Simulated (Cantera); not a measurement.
A closed system holds: 1 mol Si, 0.87 mol H2, 5.3 mol HCl, at 1200 K and 278 Torr.

These are equilibrium values from Cantera (NASA tables, ideal gas, pure condensed phases), not measurements of a reactor. Candidate condensed phases: Si; 19 gas species. The tables' values for SiCl3 are old estimates; treat these amounts as uncertain. Kinetics and transport are ignored.

Base state: H2 0.542, HCl 0.265, SiCl4 0.179, SiHCl3 0.00995, SiCl3 0.00327, SiCl2 0.000525, SiH2Cl2 7.24e-5 (mole fractions); condensed: gas only.

Problem. What changes in the equilibrium state with this change: temperature from 1200 K to 523.15 K?

Solution. 
```
species    before  after
-------  --------  -----
H2          0.542  0.555
HCl         0.265  0.251
SiCl4       0.179  0.193
SiCl3     0.00327  <1e-9
SiCl2    0.000525  <1e-9
```
